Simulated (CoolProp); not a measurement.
Octamethyltrisiloxane (MDM) along the isotherm 575 K: fugacity coefficient from the reference equation and from simpler models built on Tc = 565.4 K, pc = 1438 kPa, ω = 0.528; each cubic takes its own stable root.

Model: reference Helmholtz-energy equation of state, Thol 2017, in CoolProp.

| p (kPa) | phase | reference |
|---|---|---|
| 898 | gas | 0.8076 |
| 1800 | supercritical | 0.5967 |
| 2700 | supercritical | 0.4433 |
| 3590 | supercritical | 0.3669 |
| 4490 | supercritical | 0.3215 |
| 5390 | supercritical | 0.2925 |
| 6290 | supercritical | 0.2731 |
| 7190 | supercritical | 0.2599 |
| 8090 | supercritical | 0.2508 |
| 8980 | supercritical | 0.2449 |
| 9880 | supercritical | 0.2411 |
| 10800 | supercritical | 0.2391 |
| 11700 | supercritical | 0.2386 |
| 12600 | supercritical | 0.2393 |
| 13500 | supercritical | 0.2411 |
| 14400 | supercritical | 0.2439 |

Q: How far does each simpler model (van der Waals, Redlich-Kwong, Soave-Redlich-Kwong, Peng-Robinson) lie from the reference over these 16 states: mean and median of the absolute difference, and the worst?

A: 
- van der Waals: mean 28.6 %, median 28.4 %, worst +57.4 % at 575 K and 14400 kPa
- Redlich-Kwong: mean 5.2 %, median 6.0 %, worst +8.6 % at 575 K and 14400 kPa
- Soave-Redlich-Kwong: mean 8.1 %, median 9.1 %, worst +12.2 % at 575 K and 14400 kPa
- Peng-Robinson: mean 2.5 %, median 2.3 %, worst -5.1 % at 575 K and 14400 kPa
